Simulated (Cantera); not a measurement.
Input: 1 mol Si2Cl6, a varied amount of NH3, equilibrated at 1050 K and 180 Pa.

Equilibrium computed with Cantera from the NASA thermochemical tables; the gas is ideal and each condensed phase is pure. Candidate condensed phases: NH4Cl, Si, Si3N4; 28 gas species. The feed counts by its element totals alone. Kinetics and transport are ignored.

Problem. What share of the Si ends up in condensed phases as a function of n(NH3) (mol), at 1.9, 2.9, 3.9, 4.9, 5.9, 6.8, 7.8?

Solution. 
```csv
n(NH3) (mol),Si condensed (%),as
1.9,56.5,Si3N4(s)
2.9,69.5,Si3N4(s)
3.9,79.2,Si3N4(s)
4.9,86.1,Si3N4(s)
5.9,90.9,Si3N4(s)
6.8,93.7,Si3N4(s)
7.8,95.8,Si3N4(s)
```
